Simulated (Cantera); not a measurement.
Cantera run:

```python
import numpy as np
import cantera as ct

gas_names = [...]  # 95 gases of nasa_gas.yaml made of C, F, H
cond_names = """
    C(gr) C6H6(L) C7H8(L) C8H18(L),n-octa
""".split()


# ... load() reads the species with a 1 bar reference pressure and builds the phases ...
atoms = {
    'c-C4F8': {'C': 4, 'F': 8},
    'H2': {'H': 2},
}
top_T = {'C(gr)': 4500}  # K; cautious upper limits of use, not melting points


# ... equilibrate(T, P, feed) seeds the gas with the atoms and calls Mixture.equilibrate('TP', solver="vcs", rtol=1e-11, max_steps=5000) ...
results = []
T = 1498.15  # K
P = 100  # Pa
for m in [0.12, 0.16, 0.22, 0.3, 0.41, 0.56, 0.76, 1, 1.4, 1.9, 2.6, 3.6, 4.9]:
    feed = {'c-C4F8': 1, 'H2': m}  # mol
    mix = equilibrate(T, P, feed)
    results.append((T, P, feed, dict(zip(mix.species_names, mix.species_moles))))
    x = sorted(zip(gas.X, gas.species_names), reverse=True)
    print(f"T = {T:g} K  P = {P:g} Pa  n(H2) = {m:g} mol  gas = {mix.phase_moles(0):.4g} mol")
    print("   x: " + "  ".join(f"{s} {v:.3e}" for v, s in x if v > 0.0001))
    print("   condensed (mol): " + ("  ".join(f"{mix.phase(i).name} {mix.phase_moles(i):.4g}"
          for i in range(1, mix.n_phases) if mix.phase_moles(i) > 1e-12) or "none"))
```

It prints:

```
T = 1498.15 K  P = 100 Pa  n(H2) = 0.12 mol  gas = 2.182 mol
   x: CF4 8.883e-01  HF 1.100e-01  CF2 1.239e-03  F 3.300e-04  CF3 1.578e-04
   condensed (mol): C(gr) 2.059
T = 1498.15 K  P = 100 Pa  n(H2) = 0.16 mol  gas = 2.242 mol
   x: CF4 8.556e-01  HF 1.427e-01  CF2 1.216e-03  F 3.269e-04  CF3 1.534e-04
   condensed (mol): C(gr) 2.079
T = 1498.15 K  P = 100 Pa  n(H2) = 0.22 mol  gas = 2.332 mol
   x: CF4 8.097e-01  HF 1.887e-01  CF2 1.183e-03  F 3.224e-04  CF3 1.472e-04
   condensed (mol): C(gr) 2.109
T = 1498.15 K  P = 100 Pa  n(H2) = 0.3 mol  gas = 2.452 mol
   x: CF4 7.537e-01  HF 2.447e-01  CF2 1.141e-03  F 3.167e-04  CF3 1.395e-04
   condensed (mol): C(gr) 2.149
T = 1498.15 K  P = 100 Pa  n(H2) = 0.41 mol  gas = 2.617 mol
   x: CF4 6.852e-01  HF 3.133e-01  CF2 1.088e-03  F 3.093e-04  CF3 1.299e-04
   condensed (mol): C(gr) 2.204
T = 1498.15 K  P = 100 Pa  n(H2) = 0.56 mol  gas = 2.842 mol
   x: CF4 6.045e-01  HF 3.941e-01  CF2 1.022e-03  F 2.997e-04  CF3 1.182e-04
   condensed (mol): C(gr) 2.279
T = 1498.15 K  P = 100 Pa  n(H2) = 0.76 mol  gas = 3.142 mol
   x: CF4 5.149e-01  HF 4.837e-01  CF2 9.433e-04  F 2.880e-04  CF3 1.048e-04
   condensed (mol): C(gr) 2.379
T = 1498.15 K  P = 100 Pa  n(H2) = 1 mol  gas = 3.502 mol
   x: HF 5.711e-01  CF4 4.277e-01  CF2 8.597e-04  F 2.749e-04
   condensed (mol): C(gr) 2.499
T = 1498.15 K  P = 100 Pa  n(H2) = 1.4 mol  gas = 4.102 mol
   x: HF 6.825e-01  CF4 3.164e-01  CF2 7.394e-04  F 2.549e-04
   condensed (mol): C(gr) 2.699
T = 1498.15 K  P = 100 Pa  n(H2) = 1.9 mol  gas = 4.852 mol
   x: HF 7.831e-01  CF4 2.160e-01  CF2 6.109e-04  F 2.317e-04
   condensed (mol): C(gr) 2.949
T = 1498.15 K  P = 100 Pa  n(H2) = 2.6 mol  gas = 5.902 mol
   x: HF 8.810e-01  CF4 1.183e-01  CF2 4.521e-04  F 1.994e-04
   condensed (mol): C(gr) 3.299
T = 1498.15 K  P = 100 Pa  n(H2) = 3.6 mol  gas = 7.402 mol
   x: HF 9.728e-01  CF4 2.687e-02  CF2 2.155e-04  F 1.376e-04
   condensed (mol): C(gr) 3.799
T = 1498.15 K  P = 100 Pa  n(H2) = 4.9 mol  gas = 8.901 mol
   x: HF 8.988e-01  H2 1.010e-01  H 1.730e-04
   condensed (mol): C(gr) 4
```

Cantera equilibrium calculation (NASA polynomials, part measured and part estimated; ideal gas, pure solids and liquids). The feed counts by its element totals alone. Gases not in the tables: C2F6 and larger saturated fluorocarbons.
